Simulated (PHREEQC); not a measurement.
Solution (20 °C): 0.12 mol HF and 0.00011 mol NaF per kg of water. Closed to the air; pH follows from the charge balance.

Computed with PHREEQC (ion-association model, phreeqc.dat).

No solid was allowed to form.

Problem. What pH does the model give?

Solution. pH 1.98.

Problem. In which forms is F present?

Solution. HF 88 %, F- 6.9 %, HF2- 5.4 % of the F.

Species that the database lacks are ignored.
